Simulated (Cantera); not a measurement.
A Cantera script and its output.

```python
import numpy as np
import cantera as ct

surf = ct.Interface("ptcombust.yaml", "Pt_surf")
gas = surf.adjacent["gas"]
gas.TPX = 300, 37000, {'CH4': 0.076, 'O2': 0.061, 'N2': 0.79}
jet = ct.ImpingingJet(gas=gas, width=0.059, surface=surf)
jet.inlet.mdot, jet.inlet.T, jet.inlet.X = 0.2, 300, {'CH4': 0.076, 'O2': 0.061, 'N2': 0.79}
jet.set_refine_criteria(ratio=10, slope=0.2, curve=0.3)
show, cover = ['CH4', 'O2', 'H2O', 'OH', 'CO', 'CO2'], ["PT(S)", "H(S)", "O(S)", "OH(S)", "CO(S)", "C(S)"]

rows = []
print(f"{'Ts/K':>7s}" + "".join(f"{s:>11s}" for s in show + cover) + "   (gas at the wall, coverages)")
for i, Ts in enumerate([900, 950, 1000, 1050, 1100, 1150, 1200, 1250]):
    jet.surface.T = Ts
    if i == 0:
        surf.TP = Ts, 37000
        surf.coverages = "PT(S):0.5, O(S):0.5"
        surf.advance_coverages(1.0)
        jet.set_initial_guess(products="inlet")
    jet.solve(loglevel=0, auto=(i == 0))
    rows.append([*(jet.X[gas.species_index(s), -1] for s in show), *surf[cover].coverages])
    print(f"{Ts:7g}" + "".join(f"{x:11.3e}" for x in rows[-1]))
```

Result:

```
   Ts/K        CH4         O2        H2O         OH         CO        CO2      PT(S)       H(S)       O(S)      OH(S)      CO(S)       C(S)   (gas at the wall, coverages)
    900  4.607e-02  1.180e-02  6.065e-02  6.735e-12  3.753e-02  2.682e-05  1.626e-01  1.538e-03  2.190e-07  8.479e-07  1.245e-01  7.113e-01
    950  4.178e-02  1.039e-02  5.890e-02  1.885e-11  4.194e-02  2.123e-05  1.806e-01  2.137e-03  1.505e-07  6.600e-07  6.908e-02  7.481e-01
   1000  3.460e-02  8.179e-03  5.586e-02  5.296e-11  4.926e-02  2.388e-05  2.133e-01  2.684e-03  1.219e-07  6.275e-07  4.976e-02  7.343e-01
   1050  2.359e-02  5.267e-03  5.045e-02  1.336e-10  6.045e-02  4.105e-05  2.794e-01  3.380e-03  1.159e-07  7.045e-07  4.978e-02  6.674e-01
   1100  6.758e-03  1.547e-03  4.086e-02  3.694e-10  7.724e-02  3.268e-04  5.442e-01  5.112e-03  2.205e-07  1.320e-06  1.225e-01  3.282e-01
   1150  3.233e-03  8.098e-04  3.765e-02  1.227e-09  7.949e-02  1.842e-03  7.739e-01  5.386e-03  6.767e-07  2.405e-06  1.372e-01  8.350e-02
   1200  2.558e-03  6.715e-04  3.527e-02  3.474e-09  7.794e-02  4.426e-03  8.693e-01  4.963e-03  1.473e-06  3.224e-06  9.618e-02  2.956e-02
   1250  2.300e-03  6.234e-04  3.242e-02  8.362e-09  7.517e-02  7.940e-03  9.212e-01  4.490e-03  2.712e-06  3.840e-06  6.172e-02  1.258e-02
```

Cantera simulation using Deutschmann's 1995 Pt surface mechanism with GRI-Mech 3.0 gas chemistry; the numbers are that mechanism's predictions, not measurements. Catalytic surfaces can have several steady states; this one follows from the mechanism file's or the stated starting coverage.
